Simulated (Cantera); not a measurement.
A closed system holds: 1 mol Si₃N₄, a varied amount of HCl, held at 773.15 K and 7.50 Torr.

These are equilibrium values from Cantera (NASA tables, ideal gas, pure condensed phases), not measurements of a reactor. Candidate condensed phases: NH₄Cl, Si, Si₃N₄; 28 gas species. Rates play no part.

x: gas mole fraction; n: condensed amount in mol.

```csv
n(HCl) (mol),x HCl,x H₂,x SiCl₄,x N₂,n Si₃N₄(s)
3.2,0.379,0.339,0.169,0.113,___
4.5,0.379,0.339,0.169,0.113,___
6.3,0.379,0.339,0.169,0.113,___
8.9,0.379,0.339,0.169,0.113,___
13,0.379,0.339,0.169,0.113,___
18,0.379,0.339,0.169,0.113,___
25,0.542,0.250,0.125,0.0833,0
35,0.676,0.176,0.0882,0.0588,0
50,0.776,0.122,0.0612,0.0408,0
70,0.841,0.0870,0.0435,0.0290,0
98,0.887,0.0619,0.0309,0.0206,0
```

**Question.** Some entries are withheld; supply them.

**Answer.** 
- 3.2, n Si₃N₄(s): 0.829
- 4.5, n Si₃N₄(s): 0.759
- 6.3, n Si₃N₄(s): 0.663
- 8.9, n Si₃N₄(s): 0.524
- 13, n Si₃N₄(s): 0.305
- 18, n Si₃N₄(s): 0.0379
